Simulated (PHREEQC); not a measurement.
Consider water at 25 °C with 0.18 mol MgCl2, 0.017 mol Na2SO4 and 0.00048 mol NaCl per kg of water. Closed to the air; pH follows from the charge balance.

Model: ion-association model, phreeqc.dat, run in PHREEQC.

Precipitation was switched off in this run.

Order these S species by the share of S that they hold, largest first: SO4-2, MgSO4, NaSO4-.

MgSO4 (66 %), SO4-2 (33 %), NaSO4- (1.2 %)

The ionic strength is 0.546 mol/kgw. Species that the database lacks are ignored.
